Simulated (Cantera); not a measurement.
## S + H2 (abatement and gas-phase synthesis)

Input: 1 mol S, 0.057 mol H2, at 0.0100 bar.

These are equilibrium values from Cantera (NASA tables, ideal gas, pure condensed phases), not measurements of a reactor. Candidate condensed phases: S; 7 gas species. Rates play no part.

```csv
T (°C),x S2,x H2,x S,x SH,x H2S,x H
1275,0.893,0.0791,0.000660,0.00518,0.0217,8.66e-5
1350,0.892,0.0831,0.00144,0.00692,0.0164,0.000199
1425,0.890,0.0856,0.00293,0.00894,0.0126,0.000423
1500,0.886,0.0868,0.00560,0.0112,0.00969,0.000838
1575,0.880,0.0869,0.0102,0.0137,0.00754,0.00156
1650,0.871,0.0861,0.0176,0.0164,0.00590,0.00276
1725,0.858,0.0843,0.0291,0.0191,0.00464,0.00466
1800,0.839,0.0815,0.0462,0.0219,0.00364,0.00751
1875,0.813,0.0775,0.0707,0.0244,0.00283,0.0116
```
x: gas mole fraction; nothing condenses.

From 1275 °C to 1875 °C nothing is condensed.
